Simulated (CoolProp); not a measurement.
Properties of CH2F2 (R32) along the isotherm 124.45 °C.

Model: reference Helmholtz-energy equation of state, Tillner-Roth 1997, in CoolProp.

```tsv
p (MPa)	phase	cp (kJ/(kg K))	cv (kJ/(kg K))	isothermal compressibility (1/MPa)	expansivity (1/kK)	conductivity (mW/(m K))
5.78	gas	1.612	0.9750	[?]	7.040	32.5
11.6	supercritical	3.284	[?]	0.1422	18.11	[?]
17.3	supercritical	2.391	1.054	0.03448	8.540	82.0
23.1	supercritical	2.032	1.043	[?]	5.449	92.5
28.9	supercritical	1.872	1.041	0.01060	[?]	100
34.7	supercritical	1.782	1.041	0.007730	[?]	106
40.5	supercritical	1.723	1.043	0.006063	2.974	111
46.3	supercritical	1.682	[?]	0.004978	2.650	116
52	supercritical	1.651	1.047	0.004229	2.411	120
57.8	supercritical	1.628	1.049	0.003666	2.222	124
```

**Question.** Some entries are withheld; supply them.

**Answer.** 
- 5.78, isothermal compressibility (1/MPa): 0.2466
- 11.6, cv (kJ/(kg K)): 1.091
- 11.6, conductivity (mW/(m K)): 63.0
- 23.1, isothermal compressibility (1/MPa): 0.01656
- 28.9, expansivity (1/kK): 4.153
- 34.7, expansivity (1/kK): 3.435
- 46.3, cv (kJ/(kg K)): 1.045

The peak of cp marks the crossing from liquid-like to gas-like fluid above the critical point.

Thermal conductivity comes from a separate model (Huber 2003), an estimate that may be off by 10 % or more.
